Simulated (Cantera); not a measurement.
Mixture: 5.94 % C3H8, 19.8 % O2, 74.3 % N2, at 0.987 atm, adiabatic and at constant pressure. Ignition delay is the time to a rise of 400 K.

Model: GRI-Mech 3.0 (53 species, 325 reactions), integrated in Cantera. GRI-Mech 3.0 was tuned for natural gas; its chemistry of propane as a main component is partial and can be far from experiment.

Task: Predict: delay at 1150 K; delay at 1300 K; delay at 1450 K; delay at 1600 K; apparent activation energy between 1525 and 1675 K.

Result: 
* **delay at 1150 K**: 18.4 ms
* **delay at 1300 K**: 1.02 ms
* **delay at 1450 K**: 0.136 ms
* **delay at 1600 K**: 36.9 µs
* **apparent activation energy between 1525 and 1675 K**: 150 kJ/mol
